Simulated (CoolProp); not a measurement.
Vapour-liquid equilibrium of R125 (1) + R143a (2) at 134 kPa; x and y are mole fractions of (1).

Model: multi-fluid Helmholtz-energy mixture model, Lemmon 2005 and Lemmon and Jacobsen 2000; pair parameters Lemmon 2004, in CoolProp.

Task: Give the bubble temperature and the first vapour's composition at x = 0.05, 0.275, 0.425. Is there an azeotrope?

Result: x = 0.05: 232.1 K, y = 0.046; x = 0.275: 232.4 K, y = 0.271; x = 0.425: 232.4 K, y = 0.430. y crosses x between x = 0.275 and 0.35: the model has an azeotrope there.

Pair parameters are fitted to limited data, so mixtures are less certain than the pure fluids.
